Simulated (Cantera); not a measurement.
# Equilibrium for silicon oxide and oxynitride deposition: HMDSO + H₂O + H₂

Charge: 1 mol HMDSO, 1 mol H₂O, 28 mol H₂, equilibrated at 500 K and 0.133 bar.

Equilibrium computed with Cantera from the NASA thermochemical tables; the gas is ideal and each condensed phase is pure. Candidate condensed phases: C, C₆H₆, C₇H₈, C₈H₁₈, H₂O, Si, SiC, SiO₂; 123 gas species. The feed counts by its element totals alone. Equilibrium is a limit: real reactors are often held back by kinetics, nucleation or transport.

```json
{
 "x(H₂)": "0.848",
 "x(CH₄)": "0.152",
 "n(SiC(s))": "1.00 mol",
 "n(SiO₂(α-quartz))": "1.00 mol",
 "gas_amount": "33.00 mol",
 "log10 activity of C(graphite) (absent)": "-3.20",
 "log10 activity of Si(s) (absent)": "-4.03",
 "log10 activity of C₇H₈(l) (absent)": "-45.39"
}
```
